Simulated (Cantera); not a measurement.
A Cantera script and what it prints.

```python
import numpy as np
import cantera as ct

gas_names = [...]  # 45 gases of nasa_gas.yaml made of Al, Cl, H, N, O
cond_names = """
    AL(cr) AL(L) ALCL3(s) ALCL3(L) ALN(s) AL2O3(a) AL2O3(L) H2O(s) H2O(L) NH4CL(a) NH4CL(b)
""".split()


# ... load() reads the species with a 1 bar reference pressure and builds the phases ...
atoms = {
    'AlCl3': {'AL': 1, 'CL': 3},
    'H2O': {'H': 2, 'O': 1},
    'N2': {'N': 2},
}
top_T = {'ALN(s)': 2750}  # K; cautious upper limits of use, not melting points


# ... equilibrate(T, P, feed) seeds the gas with the atoms and calls Mixture.equilibrate('TP', solver="vcs", rtol=1e-11, max_steps=5000) ...
results = []
feed = {'AlCl3': 1, 'H2O': 0.48, 'N2': 550}  # mol
T = 1625  # K
P = 100000  # Pa
mix = equilibrate(T, P, feed)
results.append((T, P, feed, dict(zip(mix.species_names, mix.species_moles))))
x = sorted(zip(gas.X, gas.species_names), reverse=True)
print(f"T = {T:g} K  P = {P:g} Pa  gas = {mix.phase_moles(0):.4g} mol")
print("   x: " + "  ".join(f"{s} {v:.3e}" for v, s in x if v > 0.0001))
print("   condensed (mol): " + ("  ".join(f"{mix.phase(i).name} {mix.phase_moles(i):.4g}"
      for i in range(1, mix.n_phases) if mix.phase_moles(i) > 1e-12) or "none"))
```

Output:

```
T = 1625 K  P = 100000 Pa  gas = 551.7 mol
   x: N2 9.970e-01  HCL 1.723e-03  ALCL3 1.217e-03
   condensed (mol): AL2O3(a) 0.16
```

These are equilibrium values from Cantera (NASA tables, ideal gas, pure condensed phases), not measurements of a reactor. The tables' values for AlCl2 are old estimates; treat these amounts as uncertain.
